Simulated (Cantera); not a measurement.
What does this Cantera script print?

```python
import numpy as np
import cantera as ct

gas_names = """
    C CH CH2 CH3 CH2OH CH3O CH4 CH3OH CO CO2 COOH C2 C2H CHCO,ketyl C2H2,acetylene C2H2,vinylidene
    CH2CO,ketene C2H3,vinyl CH3CO,acetyl C2H4 C2H4O,ethylen CH3CHO,ethanal CH3COOH (HCOOH)2 C2H5 C2H6
    CH3OCH3 C2H5OH C2O C3 C3H3,propargyl C3H4,allene C3H4,propyne C3H4,cyclo- C3H5,allyl C3H6,propylene
    C3H6,cyclo- C3H6O C3H7,n-propyl C3H7,i-propyl C3H8 C3H8O,1propanol C3H8O,2propanol C3O2 C4 C4H2
    C4H4,1,3-cyclo- C4H6,butadiene C4H6,2-butyne C4H6,cyclo- C4H8,1-butene C4H8,cis2-buten
    C4H8,tr2-butene C4H8,isobutene C4H8,cyclo- (CH3COOH)2 C4H9,n-butyl C4H9,i-butyl C4H9,s-butyl
    C4H9,t-butyl C4H10,isobutane C4H10,n-butane C5 C5H6,1,3cyclo- C5H8,cyclo- C5H10,1-pentene
    C5H10,cyclo- C5H11,pentyl C5H11,t-pentyl C5H12,n-pentane C5H12,i-pentane CH3C(CH3)2CH3 C6H2
    C6H5,phenyl C6H5O,phenoxy C6H6 C6H5OH,phenol C6H10,cyclo- C6H12,1-hexene C6H12,cyclo- C6H13,n-hexyl
    C7H7,benzyl C7H8 C7H8O,cresol C7H14,1-heptene C7H15,n-heptyl C7H16,n-heptane C8H8,styrene
    C8H10,ethylbenz C8H16,1-octene C8H17,n-octyl C8H18,isooctane C8H18,n-octane C9H19,n-nonyl
    C10H8,naphthale C10H21,n-decyl C12H9,o-bipheny C12H10,bipheny H HCO HO2 H2 HCHO,formaldehy HCOOH H2O
    H2O2 O OH O2 O3
""".split()
cond_names = """
    C(gr) C6H6(L) C7H8(L) C8H18(L),n-octa H2O(s) H2O(L)
""".split()


def load(file, names, dense=False):
    # The tables refer to 1 bar. Condensed volumes are neglected.
    table = {s.name: s for s in ct.Species.list_from_file(file)}
    out = []
    for n in names:
        d = dict(table[n].input_data)
        d["thermo"] = dict(d["thermo"], **{"reference-pressure": 1e5})
        if dense:
            d["equation-of-state"] = {"model": "constant-volume", "density": "1e6 g/cm^3"}
        out.append(ct.Species.from_dict(d))
    return out


gas = ct.Solution(thermo="ideal-gas", species=load("nasa_gas.yaml", gas_names))
cond = {s.name: ct.Solution(thermo="fixed-stoichiometry", species=[s], name=s.name)
        for s in load("nasa_condensed.yaml", cond_names, dense=True)}
atoms = {
    'CH3OH': {'C': 1, 'H': 4, 'O': 1},
    'H2O': {'H': 2, 'O': 1},
    'H2': {'H': 2},
}
top_T = {'C(gr)': 4500}  # K; cautious upper limits of use, not melting points


def equilibrate(T, P, feed):
    n = {}
    for name, mol in feed.items():
        for a, k in atoms[name].items():
            n[a] = n.get(a, 0.0) + k * mol
    gas.TPX = T, P, n
    mass = sum(n.values()) * gas.mean_molecular_weight
    gas.equilibrate("TP")
    valid = [c for c in cond.values() if c.min_temp <= T <= top_T.get(c.name, c.max_temp)]
    mix = ct.Mixture([(gas, mass / gas.mean_molecular_weight)] + [(c, 0.0) for c in valid])
    mix.T, mix.P = T, P
    mix.equilibrate("TP", solver="vcs", rtol=1e-11, max_steps=5000)
    return mix


results = []
feed = {'CH3OH': 1, 'H2O': 3, 'H2': 29}  # mol
T = 1048.15  # K
P = 10000  # Pa
mix = equilibrate(T, P, feed)
results.append((T, P, feed, dict(zip(mix.species_names, mix.species_moles))))
print(gas.report(threshold=0.0001))
for i in range(1, mix.n_phases):
    print(f"{mix.phase(i).name:16s} {mix.phase_moles(i):12.5e} mol")
```

Output:

```
       temperature   1048.2 K
          pressure   10000 Pa
           density   0.0047393 kg/m^3
  mean mol. weight   4.1302 kg/kmol
   phase of matter   gas

                          1 kg             1 kmol
                     ---------------   ---------------
          enthalpy       -3.1693e+05        -1.309e+06  J
   internal energy       -2.4269e+06       -1.0024e+07  J
           entropy             47923        1.9793e+05  J/K
    Gibbs function       -5.0547e+07       -2.0877e+08  J
 heat capacity c_p            7626.5             31499  J/K
 heat capacity c_v            5613.4             23185  J/K

                      mass frac. Y      mole frac. X     chem. pot. / RT
                     ---------------   ---------------   ---------------
                CO           0.17432          0.025705           -44.371
               CO2          0.030308         0.0028444           -81.882
                H2            0.4337           0.88853           -20.045
               H2O           0.36158          0.082898           -57.555
     [ +106 minor]        9.1902e-05         2.368e-05

C(gr)             0.00000e+00 mol
```

Method: chemical equilibrium by Gibbs-energy minimisation in Cantera with the NASA 1993 tables (ideal gas, pure condensed phases).
